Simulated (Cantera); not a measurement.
A Cantera script and its output.

```python
import numpy as np
import cantera as ct

gas = ct.Solution("gri30.yaml")
gas.TPX = 1475, 1100000, {'CH4': 1, 'O2': 2.41, 'N2': 15.7}
reactor = ct.IdealGasConstPressureReactor(gas, energy="on", clone=False)
net = ct.ReactorNet([reactor])
net.rtol, net.atol = 1e-08, 1e-16
show = ['CH4', 'O2', 'CH2O', 'NO', 'H2', 'C2H2']
times = np.geomspace(4e-06, 0.2, 11)

steps = ct.SolutionArray(gas, extra=["t"])
rows = []
print(f"{'t/s':>10s}{'T/K':>9s}{'P/Pa':>11s}" + "".join(f"{s:>11s}" for s in show))
for t in times:
    while net.time < t:
        t_next = net.step()
        steps.append(gas.state, t=t_next)
    rows.append([np.interp(t, steps.t, y) for y in (steps.T, steps.P, *steps(*show).X.T)])
    print(f"{t:10.3e}{rows[-1][0]:9.1f}{rows[-1][1]:11.4g}" + "".join(f"{x:11.3e}" for x in rows[-1][2:]))
rate = np.gradient(steps.T, steps.t)
print("integrator steps:", len(steps.t))
if steps.T.max() > steps.T[0] + 200:
    print(f"time of steepest temperature rise: {steps.t[rate.argmax()]:.4e} s")
gas.TPX = 1475, 1100000, {'CH4': 1, 'O2': 2.41, 'N2': 15.7}
gas.equilibrate("HP")
print(f"equilibrium (HP): T = {gas.T:.1f} K  " + "  ".join(f"{s} {gas[s].X[0]:.3e}" for s in show))
```

Output:

```
       t/s      T/K       P/Pa        CH4         O2       CH2O         NO         H2       C2H2
 4.000e-06   1475.0    1.1e+06  5.233e-02  1.261e-01  1.236e-07  9.255e-16  1.446e-07  1.410e-15
 1.180e-05   1475.0    1.1e+06  5.232e-02  1.261e-01  1.457e-06  6.296e-15  6.979e-07  1.984e-13
 3.482e-05   1475.1    1.1e+06  5.227e-02  1.261e-01  2.116e-05  7.062e-14  6.045e-06  4.861e-11
 1.027e-04   1476.8    1.1e+06  5.180e-02  1.258e-01  2.039e-04  7.969e-13  6.822e-05  9.125e-09
 3.031e-04   1532.0    1.1e+06  4.225e-02  1.182e-01  1.907e-03  9.856e-11  2.713e-03  8.555e-06
 8.944e-04   2498.9    1.1e+06  2.168e-17  2.189e-02  1.959e-11  1.024e-03  1.221e-03  1.762e-21
 2.639e-03   2494.3    1.1e+06  2.224e-17  2.080e-02  1.969e-11  3.316e-03  1.226e-03  1.734e-21
 7.786e-03   2488.7    1.1e+06  2.297e-17  1.946e-02  1.986e-11  6.107e-03  1.234e-03  1.699e-21
 2.297e-02   2487.1    1.1e+06  2.320e-17  1.908e-02  1.992e-11  6.903e-03  1.236e-03  1.690e-21
 6.778e-02   2487.0    1.1e+06  2.320e-17  1.908e-02  1.992e-11  6.912e-03  1.236e-03  1.690e-21
 2.000e-01   2487.0    1.1e+06  2.320e-17  1.908e-02  1.992e-11  6.912e-03  1.236e-03  1.690e-21
integrator steps: 2004
time of steepest temperature rise: 3.4424e-04 s
equilibrium (HP): T = 2487.0 K  CH4 3.145e-17  O2 1.908e-02  CH2O 1.992e-11  NO 6.912e-03  H2 1.236e-03  C2H2 1.899e-21
```

Model: GRI-Mech 3.0 (53 species, 325 reactions), integrated in Cantera.
